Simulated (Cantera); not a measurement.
Cantera with NASA thermochemical tables; ideal gases at 1 bar, condensed phases pure. Values are per mole of reaction as written; species without (g) are pure solids or liquids, kept so even where they would boil at 1 bar.

4 N(g) + 2 CrO3(g) ⇌ Cr2N + 3 NO2(g), with ΔH° = -1327.9 kJ and ΔS° = -360.3 J/K at 300 K.

Task: How far is the shortcut ΔG° ≈ ΔH°(300 K) − T·ΔS°(300 K) from the full temperature-dependent value at 973, 1023, 1073, 1123, 1173, 1223, 1273, 1323, 1373, 1423 K?

Result: 
```csv
T (K),shortcut (kJ),full (kJ),difference (kJ),difference in log10 K
973,-977.4,-971.2,-6.2,0.33
1023,-959.4,-952.6,-6.7,0.34
1073,-941.4,-934.1,-7.3,0.35
1123,-923.3,-915.6,-7.8,0.36
1173,-905.3,-897.1,-8.2,0.37
1223,-887.3,-878.6,-8.7,0.37
1273,-869.3,-860.2,-9.1,0.37
1323,-851.3,-841.8,-9.4,0.37
1373,-833.3,-823.5,-9.8,0.37
1423,-815.3,-805.2,-10.1,0.37
```
The shortcut ignores the heat-capacity change of the reaction.
